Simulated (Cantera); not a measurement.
Input (Python, Cantera) and output of one run.

```python
import numpy as np
import cantera as ct

gas_names = """
    O O2 O3 S SO SO2 SO3 S2 S2O S8
""".split()
cond_names = """
    S(cr1) S(cr2) S(L)
""".split()


# ... load() reads the species with a 1 bar reference pressure and builds the phases ...
atoms = {
    'S': {'S': 1},
    'O2': {'O': 2},
}
top_T = {}  # K; cautious upper limits of use, not melting points


# ... equilibrate(T, P, feed) seeds the gas with the atoms and calls Mixture.equilibrate('TP', solver="vcs", rtol=1e-11, max_steps=5000) ...
results = []
T = 2673  # K
P = 6900  # Pa
for m in [0.092, 0.15, 0.21, 0.27, 0.33, 0.39, 0.45, 0.51, 0.57, 0.63]:
    feed = {'S': 1, 'O2': m}  # mol
    mix = equilibrate(T, P, feed)
    results.append((T, P, feed, dict(zip(mix.species_names, mix.species_moles))))

top = {s: max(r[3][s] / sum(r[3][g] for g in gas_names) for r in results) for s in gas_names}
cols = sorted((s for s in top if top[s] > 0.001), key=lambda s: -top[s])[:6]
seen = [c for c in cond_names if any(r[3].get(c, 0) > 1e-12 for r in results)]
print("log10 of partial pressures in bar; condensed amounts in mol")
print(f"{'n(O2)':>10s}" + "".join(f"{s[:9]:>10s}" for s in cols + seen))
for T, P, feed, n in results:
    ng = sum(n[g] for g in gas_names)
    print(f"{feed['O2']:10.4g}" + "".join(f"{np.log10(max(n[s] / ng * P / 1e5, 1e-99)):10.3f}" for s in cols)
          + "".join(f"{n.get(c, 0):10.4g}" for c in seen))
```

Result:

```
log10 of partial pressures in bar; condensed amounts in mol
     n(O2)        S2       SO2        SO         S         O        O2
     0.092    -1.444    -2.573    -1.864    -1.785    -4.048    -5.111
      0.15    -1.526    -2.269    -1.732    -1.826    -3.876    -4.768
      0.21    -1.610    -2.076    -1.657    -1.868    -3.758    -4.532
      0.27    -1.696    -1.939    -1.610    -1.911    -3.668    -4.352
      0.33    -1.786    -1.834    -1.579    -1.956    -3.593    -4.202
      0.39    -1.882    -1.748    -1.561    -2.004    -3.526    -4.068
      0.45    -1.987    -1.675    -1.551    -2.056    -3.464    -3.943
      0.51    -2.104    -1.612    -1.548    -2.115    -3.403    -3.821
      0.57    -2.237    -1.555    -1.553    -2.182    -3.341    -3.697
      0.63    -2.395    -1.503    -1.566    -2.260    -3.276    -3.567
```

Method: chemical equilibrium by Gibbs-energy minimisation in Cantera with the NASA 1993 tables (ideal gas, pure condensed phases).
